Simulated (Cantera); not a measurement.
## Ignition delay

Mixture: 8.36 % CH4, 19.3 % O2, 72.4 % N2, equivalence ratio 0.87, at 4.40 bar, adiabatic and at constant pressure. Ignition delay is the time to a rise of 400 K.

Detailed kinetics in Cantera: GRI-Mech 3.0 (53 species, 325 reactions).

```json
[
 {"T0 (K)": "1100", "delay (ms)": "41.7"},
 {"T0 (K)": "1150", "delay (ms)": "20.7"},
 {"T0 (K)": "1200", "delay (ms)": "10.6"},
 {"T0 (K)": "1250", "delay (ms)": "5.61"},
 {"T0 (K)": "1300", "delay (ms)": "3.06"},
 {"T0 (K)": "1350", "delay (ms)": "1.71"},
 {"T0 (K)": "1400", "delay (ms)": "0.985"}
]
```

The apparent activation energy between 1300 and 1400 K is 170 kJ/mol.
